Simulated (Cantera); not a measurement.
**Halide evaporation, hydrolysis and transport: PbCl2 + H2**

A closed system holds: 1 mol PbCl2, 0.18 mol H2, at 625 K and 1000 Pa.

These are equilibrium values from Cantera (NASA tables, ideal gas, pure condensed phases), not measurements of a reactor. Candidate condensed phases: Pb, PbCl2; 10 gas species. The tables' values for PbCl4 are old estimates; treat these amounts as uncertain. The numbers say what is thermodynamically allowed, not how fast it happens.

```yaml
x(H2): 0.988
x(HCl): 0.0115
x(PbCl4): 0.000785
x(PbCl2): 5.09e-5
n(Pb(l)): 0.00119 mol
n(PbCl2(s)): 0.999 mol
gas_amount: 0.1812 mol
```
